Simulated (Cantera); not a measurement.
Mixture: H2 : O2 : N2 = 1 : 0.862 : 3.24 (molar parts), at 10.0 bar, adiabatic and at constant volume. Ignition delay is the time to a rise of 400 K.

Cantera simulation using GRI-Mech 3.0 (53 species, 325 reactions); the numbers are that mechanism's predictions, not measurements. The hydrogen kinetics of GRI-Mech 3.0 are dated; newer H2 mechanisms differ, most at raised pressure. Where the delays flatten at high temperature, the 400 K rule measures the pace of heat release, not the induction time.

**Question.** Predict: delay at 1250 K; delay at 1400 K; delay at 1550 K; delay at 1700 K; delay at 1850 K.

**Answer.** 
```json
{
  "delay at 1250 K": "10.8 µs",
  "delay at 1400 K": "2.35 µs",
  "delay at 1550 K": "1.25 µs",
  "delay at 1700 K": "0.836 µs",
  "delay at 1850 K": "0.639 µs"
}
```
